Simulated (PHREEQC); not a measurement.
## Buffer: an equilibrium model

A solution holds 0.28 mol NaH2PO4 and 0.17 mol KOH per kg of water, at 25 °C. Closed to the air; pH follows from the charge balance.

All values are PHREEQC results (ion-association model, wateq4f.dat), not measurements.

No solid was allowed to form.

What pH, ionic strength does the model give?

pH 6.80; ionic strength 0.571 mol/kgw.

In which forms is Na present?

Na+ 94 %, NaHPO4- 5.7 % of the Na.

Species that the database lacks are ignored. H3PO4, which wateq4f.dat lacks, is added to it with the constant of phreeqc.dat.
